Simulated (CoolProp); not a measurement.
The fluid at 331.9 K and 0.156 MPa (gas) is heated at constant pressure to 430.2 K. The same conditions are run with several fluids, on thermodynamics alone (safety and materials aside).

The numbers come from the reference Helmholtz-energy equation of state of each fluid (c-C4F8 (RC318): Platzer 1990; R1233zd(E): Akasaka 2022; sulfur dioxide: Gao 2016; propyne: Polt 1992; normal hydrogen: Leachman 2009) in CoolProp. The equations of Platzer and Polt are older, rougher fits.

```csv
fluid,heat (kJ/kg),final density (kg/m³)
c-C4F8 (RC318),89.2,8.84
R1233zd(E),89.7,5.79
sulfur dioxide,?,?
propyne,?,1.76
normal hydrogen,1420,0.0879
```

Some entries are withheld; supply them.


- sulfur dioxide, heat (kJ/kg): 67.1
- sulfur dioxide, final density (kg/m³): 2.81
- propyne, heat (kJ/kg): 175
